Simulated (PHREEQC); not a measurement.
Consider water at 46 °C with 21 mmol/kgw Cu(BF4)2, 6.1 mmol/kgw HCl and 0.055 mmol/kgw Na2SO4. Closed to the air; pH follows from the charge balance.

Model: ion-association model, phreeqc.dat, run in PHREEQC.

| quantity | before | after |
|---|---|---|
| pH | 2.33 | 2.34 |
| ionic strength (mol/kgw) | 0.0674 | 0.0362 |
| BF4- (mol/kgw) | 0.0373 | 0.0175 |
| HF (mol/kgw) | 0.00992 | 0.00849 |
| BF3OH- (mol/kgw) | 0.00207 | 0.00114 |
| H3BO3 (mol/kgw) | 0.00206 | 0.00194 |
| SI of Halite (NaCl) | -7.99 | -7.93 |

What was changed between the two runs?
(A) temperature from 46 to 35 °C
(B) Cu(BF4)2 from 0.021 to 0.0105 mol/kgw
(C) 0.00059 mol/kgw LiOH added
(D) 0.00023 mol/kgw H2SO4 added
(E) temperature from 46 to 40 °C

B, Cu(BF4)2 from 0.021 to 0.0105 mol/kgw

This is a speciation only: nothing precipitates in the calculation. At this temperature some constants are extrapolated from 25 °C, and those without enthalpy data are left unchanged. Real BF4- forms and hydrolyses slowly; the run takes it at equilibrium.
